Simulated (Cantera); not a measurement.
Gas mixture: 61.6 % C₂H₄, 38.4 % C₂H₆, at 0.128 Torr, frozen composition.

Cantera's kinetic-theory transport with the Lennard-Jones parameters of GRI-Mech 3.0, ideal gas; thermal conductivity in the multicomponent form. The composition is frozen, though it would react at the higher temperatures.

One state of this run: ρ (kg/m³) = 4.53e-5; cp (J/kg/K) = 4083; μ (µPa s) = 33.0; λ (mW/m/K) = 179; Pr = 0.751; D (cm²/s) CH₃ = 13300; D (cm²/s) H₂ = 43100; D (cm²/s) CH₄ = 13200. D: mixture-averaged diffusion coefficient of that species in the mixture.

**Question.** Which value of T (K) does it belong to?
A. 700
B. 1300
C. 850
D. 550

**Answer.** B, 1300
